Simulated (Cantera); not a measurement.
Charge: 1 mol CH2F2, 0.52 mol H2, held at 2198.15 K and 0.0133 bar.

Cantera equilibrium calculation (NASA polynomials, part measured and part estimated; ideal gas, pure solids and liquids). Candidate condensed phases: C, C6H6, C7H8, C8H18; 95 gas species. Rates play no part.

Question: What is the equilibrium state?

Answer: 
```json
{
  "x(HF)": "0.785",
  "x(H2)": "0.193",
  "x(H)": "0.0212",
  "x(C2H2 (acetylene))": "0.000490",
  "x(F)": "7.38e-5",
  "x(C2H)": "1.85e-6",
  "n(C(graphite))": "0.997 mol",
  "gas_amount": "2.547 mol"
}
```
